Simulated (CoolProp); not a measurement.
Ammonia along the isobar 387 kPa: Z from the reference equation and from simpler models built on Tc = 132.4 °C, pc = 11360 kPa, ω = 0.256; each cubic takes its own stable root.

Computed with CoolProp (reference Helmholtz-energy equation of state, Gao 2020).

```csv
T (°C),phase,reference,van der Waals,Peng-Robinson
-70.45,liquid,0.005389,0.01039,0.006094
-41.15,liquid,0.004942,0.9622,0.005540
-11.75,liquid,0.004634,0.9712,0.005168
17.55,gas,0.9537,0.9775,0.9651
46.95,gas,0.9690,0.9820,0.9735
76.35,gas,0.9779,0.9854,0.9795
105.65,gas,0.9837,0.9880,0.9839
135.05,gas,0.9876,0.9900,0.9873
164.35,gas,0.9904,0.9915,0.9898
193.75,gas,0.9924,0.9928,0.9918
223.05,gas,0.9940,0.9939,0.9934
```

At some of these states van der Waals gives the other phase, because its saturation line lies elsewhere.
